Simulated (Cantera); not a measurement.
Premixed flame

A freely propagating, adiabatic, planar premixed flame of CH4 : C2H6 : O2 : N2 = 1 : 0.066 : 1.86 : 4.83 (molar parts), equivalence ratio 1.2, unburnt at 348 K and 62000 Pa; mixture-averaged transport, grid criteria slope 0.08 and curve 0.16, no radiation.

Cantera simulation using GRI-Mech 3.0 (53 species, 325 reactions); the numbers are that mechanism's predictions, not measurements. Burning velocities carry a grid error of a few per cent, more on coarse grids.

| z (mm) | T (K) | u (m/s) | x CH4 | x C2H6 | x O2 | x C2H2 | x C2H | x CO |
|---|---|---|---|---|---|---|---|---|
| -1.27 | 348 | 0.911 | 0.129 | 0.00850 | 0.240 | <1e-8 | <1e-8 | 1.88e-7 |
| -0.845 | 348 | 0.914 | 0.129 | 0.00849 | 0.239 | 1.09e-8 | <1e-8 | 6.27e-6 |
| -0.634 | 352 | 0.927 | 0.128 | 0.00845 | 0.238 | 1.78e-7 | <1e-8 | 7.20e-5 |
| -0.423 | 415 | 1.10 | 0.123 | 0.00831 | 0.232 | 6.45e-6 | <1e-8 | 0.00151 |
| -0.211 | 977 | 2.68 | 0.0871 | 0.00685 | 0.185 | 0.000166 | <1e-8 | 0.0224 |
| -0.106 | 1489 | 4.17 | 0.0483 | 0.00324 | 0.129 | 0.000488 | 5.85e-8 | 0.0508 |
| 0 | 1926 | 5.49 | 0.0132 | 0.000232 | 0.0685 | 0.000849 | 1.91e-6 | 0.0805 |
| 0.106 | 2128 | 6.08 | 0.00154 | 1.87e-6 | 0.0316 | 0.000326 | 2.57e-6 | 0.0890 |
| 0.211 | 2180 | 6.22 | 0.000102 | <1e-8 | 0.0169 | 3.52e-5 | 4.27e-7 | 0.0830 |
| 0.423 | 2209 | 6.27 | 3.36e-7 | <1e-8 | 0.00990 | 1.59e-7 | <1e-8 | 0.0728 |
| 0.845 | 2241 | 6.33 | <1e-8 | <1e-8 | 0.00807 | <1e-8 | <1e-8 | 0.0681 |
| 1.69 | 2285 | 6.43 | <1e-8 | <1e-8 | 0.00682 | <1e-8 | <1e-8 | 0.0670 |
| 3.38 | 2341 | 6.57 | <1e-8 | <1e-8 | 0.00528 | <1e-8 | <1e-8 | 0.0662 |
x: mole fraction of selected species; z is measured from the peak of heat release.

```yaml
laminar_burning_velocity: 91.0 cm/s
thermal_thickness: 0.423 mm
peak x(C2H2): 0.000852
peak x(C2H): 3.19e-6
peak x(CO): 0.0892
grid_points: 158
```
